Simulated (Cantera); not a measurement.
A Cantera script and what it prints.

```python
import numpy as np
import cantera as ct

gas_names = """
    Fe H H2 N NH NH2 NH3 N2 N2H2 N2H4
""".split()
cond_names = """
    Fe(a) Fe(c) Fe(d) Fe(L)
""".split()


# ... load() reads the species with a 1 bar reference pressure and builds the phases ...
atoms = {
    'Fe': {'Fe': 1},
    'NH3': {'N': 1, 'H': 3},
    'N2': {'N': 2},
}
top_T = {}  # K; cautious upper limits of use, not melting points


# ... equilibrate(T, P, feed) seeds the gas with the atoms and calls Mixture.equilibrate('TP', solver="vcs", rtol=1e-11, max_steps=5000) ...
results = []
feed = {'Fe': 1, 'NH3': 17, 'N2': 290}  # mol
T = 1223  # K
P = 750000  # Pa
mix = equilibrate(T, P, feed)
results.append((T, P, feed, dict(zip(mix.species_names, mix.species_moles))))
x = sorted(zip(gas.X, gas.species_names), reverse=True)
print(f"T = {T:g} K  P = {P:g} Pa  gas = {mix.phase_moles(0):.4g} mol")
print("   x: " + "  ".join(f"{s} {v:.3e}" for v, s in x if v > 0.0001))
print("   condensed (mol): " + ("  ".join(f"{mix.phase(i).name} {mix.phase_moles(i):.4g}"
      for i in range(1, mix.n_phases) if mix.phase_moles(i) > 1e-12) or "none"))
```

Output:

```
T = 1223 K  P = 750000 Pa  gas = 324 mol
   x: N2 9.213e-01  H2 7.866e-02
   condensed (mol): Fe(c) 1
```

Equilibrium computed with Cantera from the NASA thermochemical tables; the gas is ideal and each condensed phase is pure.
